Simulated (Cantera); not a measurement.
Charge: 1 mol Cr2O3, 2.3 mol H2, equilibrated at 2123 K and 1 atm.

Method: chemical equilibrium by Gibbs-energy minimisation in Cantera with the NASA 1993 tables (ideal gas, pure condensed phases). Candidate condensed phases: Cr, Cr2O3, H2O; 13 gas species. Mutual solubility and eutectic melting of coexisting phases are not modelled. Kinetics and transport are ignored.

Base state: H2 0.970, H2O 0.0223, Cr 0.00412, H 0.00351, CrO 7.30e-5 (mole fractions); condensed: Cr(s) + Cr2O3(s).

Question: What changes in the equilibrium state with this change: temperature from 2123 K to 2223 K?

Answer: 
```tsv
species	before	after
H2	0.970	0.952
H2O	0.0223	0.0312
Cr	0.00412	0.0101
CrO	7.30e-5	0.000278
OH	9.99e-6	2.94e-5
Cr(s), mol	0.0249	0
Cr2O3(s), mol	0.983	0.976
Cr(l), mol	0	0.0249
```

Question: What changes in the equilibrium state with this change: Cr2O3 replaced by PbO?

Answer: 
```csv
species,before,after
H2,0.970,0.394
H2O,0.0223,0.301
Pb,0,0.300
Cr,0.00412,0
PbO,0,0.00160
Pb2,0,0.000355
CrO,7.30e-5,0
"Cr(s), mol",0.0249,0
"Cr2O3(s), mol",0.983,0
```
Gases not in the tables: (PbO)n polymers. Further candidate phases: Pb, PbO, PbO2, Pb3O4.
